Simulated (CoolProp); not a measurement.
A Linde-Hampson liquefier for CF4 (R14): isothermal reversible compression at 300 K from 1 atm to 30 MPa, throttling to 1 atm, return gas leaving the recuperator 10 K below the feed. Each further row changes one setting.

Computed with CoolProp (reference Helmholtz-energy equation of state, Platzer 1990). This equation is an older, rougher fit; its heat capacities, sound speeds and derivatives of the liquid may be far off and weren't checked against measurements.

| case | liquid yield per pass | compression work (kJ/kg of gas) |
|---|---|---|
| as stated | [?] | 145 |
| warm-end temperature 330 K | [?] | [?] |
| warm-end gap 15 K | [?] | 145 |

Task: Complete the blanks.

Result: 
- as stated, liquid yield per pass: 0.271
- warm-end temperature 330 K, liquid yield per pass: 0.206
- warm-end temperature 330 K, compression work (kJ/kg of gas): 166
- warm-end gap 15 K, liquid yield per pass: 0.259
